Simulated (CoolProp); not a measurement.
Cyclopropane along the isotherm 421.5 K: density (kg/m³) from the reference equation and from simpler models built on Tc = 398.7 K, pc = 56.05 bar, ω = 0.131; each cubic takes its own stable root.

Computed with CoolProp (reference Helmholtz-energy equation of state, Polt 1992). This equation is an older, rougher fit; its heat capacities, sound speeds and derivatives of the liquid may be far off and weren't checked against measurements.

```csv
p (bar),phase,reference
20,gas,26.99
40,gas,63.22
60,supercritical,123.2
80,supercritical,280.9
100,supercritical,371.7
120,supercritical,408.2
140,supercritical,431.2
160,supercritical,448.3
180,supercritical,462.1
200,supercritical,473.7
220,supercritical,483.7
240,supercritical,492.6
260,supercritical,500.7
280,supercritical,508.0
```

Question: How far does each simpler model (ideal gas, van der Waals, Redlich-Kwong, Soave-Redlich-Kwong) lie from the reference over these 14 states: mean and median of the absolute difference, and the worst?

Answer: 
- ideal gas: mean 46.7 %, median 47.3 %, worst -67.7 % at 421.5 K and 100 bar
- van der Waals: mean 18.4 %, median 24.4 %, worst -25.1 % at 421.5 K and 280 bar
- Redlich-Kwong: mean 7.0 %, median 8.0 %, worst -12.3 % at 421.5 K and 100 bar
- Soave-Redlich-Kwong: mean 8.3 %, median 8.8 %, worst -14.7 % at 421.5 K and 100 bar
